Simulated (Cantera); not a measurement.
An adiabatic, constant-pressure homogeneous reactor starts with CO : H2 : CH4 : O2 : N2 = 1 : 0.52 : 0.093 : 0.946 : 4.54 (molar parts), equivalence ratio 1.0, at 1175 K and 100000 Pa. Integrator tolerance rtol = 1e-08.

Cantera simulation using GRI-Mech 3.0 (53 species, 325 reactions); the numbers are that mechanism's predictions, not measurements.

### Question
What does this change do: initial temperature 1175 to 975 K?

### Answer
| quantity | before | after |
|---|---|---|
| time of steepest temperature rise | 0.129 ms | 1.87 ms |
| temperature at 0.100 s | 2573 K | 2495 K |
| equilibrium temperature | 2573 K | 2495 K |
| x(CO) at 0.100 s | 0.0467 (gas-phase equilibrium 0.0467) | 0.0375 (gas-phase equilibrium 0.0375) |
| x(H2) at 0.100 s | 0.00582 (gas-phase equilibrium 0.00582) | 0.00462 (gas-phase equilibrium 0.00462) |
| x(CH4) at 0.100 s | <1e-12 (gas-phase equilibrium <1e-12) | <1e-12 (gas-phase equilibrium <1e-12) |
| x(CH2) at 0.100 s | <1e-12 (gas-phase equilibrium <1e-12) | <1e-12 (gas-phase equilibrium <1e-12) |
| x(NO2) at 0.100 s | 1.85e-6 (gas-phase equilibrium 1.85e-6) | 1.44e-6 (gas-phase equilibrium 1.44e-6) |
| x(CH2O) at 0.100 s | 1.09e-10 (gas-phase equilibrium 1.09e-10) | 6.93e-11 (gas-phase equilibrium 6.93e-11) |
Below about 1000 K GRI-Mech 3.0 lacks low-temperature oxidation paths.

### Question
What does this change do: constant volume in place of constant pressure?

### Answer
```tsv
quantity	before	after
time of steepest temperature rise	0.129 ms	0.123 ms
temperature at 0.100 s	2573 K	2745 K
equilibrium temperature	2573 K	2745 K
x(CO) at 0.100 s	0.0467 (gas-phase equilibrium 0.0467)	0.0580 (gas-phase equilibrium 0.0580)
x(H2) at 0.100 s	0.00582 (gas-phase equilibrium 0.00582)	0.00721 (gas-phase equilibrium 0.00721)
x(CH4) at 0.100 s	<1e-12 (gas-phase equilibrium <1e-12)	<1e-12 (gas-phase equilibrium <1e-12)
x(CH2) at 0.100 s	<1e-12 (gas-phase equilibrium <1e-12)	<1e-12 (gas-phase equilibrium <1e-12)
x(NO2) at 0.100 s	1.85e-6 (gas-phase equilibrium 1.85e-6)	3.58e-6 (gas-phase equilibrium 3.58e-6)
x(CH2O) at 0.100 s	1.09e-10 (gas-phase equilibrium 1.09e-10)	3.65e-10 (gas-phase equilibrium 3.65e-10)
```
